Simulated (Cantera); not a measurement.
An adiabatic, constant-pressure homogeneous reactor starts with CH4 : C2H6 : C3H8 : O2 : N2 : H2O = 1 : 0.089 : 0.092 : 1.15 : 10.4 : 2.3 (molar parts), at 1598 K and 41000 Pa.

Detailed kinetics in Cantera: GRI-Mech 3.0 (53 species, 325 reactions).

### Question
Predict: time of steepest temperature rise; temperature at 0.400 s; equilibrium temperature; x(O) at 0.400 s.

### Answer
```
Item                                                                 Value
---------------------------------  ---------------------------------------
time of steepest temperature rise                                 0.574 ms
temperature at 0.400 s                                              2023 K
equilibrium temperature                                             2024 K
x(O) at 0.400 s                    9.07e-7 (gas-phase equilibrium 9.10e-7)
```
